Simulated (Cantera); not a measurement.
A diamond (100) surface in a fixed gas of H2 with x(CH4) = 0.0068, x(H) = 0.0011, x(CH3) = 0.0005, 2800 Pa; coverages are run to steady state.

Detailed kinetics in Cantera: the Harris–Goodwin 1993 mechanism for the reconstructed diamond (100) surface.

One state of this run: growth (µm/h) = 2.09; θ c6HH = 0.488; θ c6H* = 0.0288; θ c6*H = 0.431; θ c6** = 0.0156; θ c6HM = 0.0219. θ: site fractions in the mechanism's names (c6HH fully hydrogenated, c6H* and c6*H radical sites, c6** diradical, c6HM methylated).

Q: Which value of T (K) does it belong to?
A. 1375
B. 1175
C. 1075
D. 1125

A: D, 1125
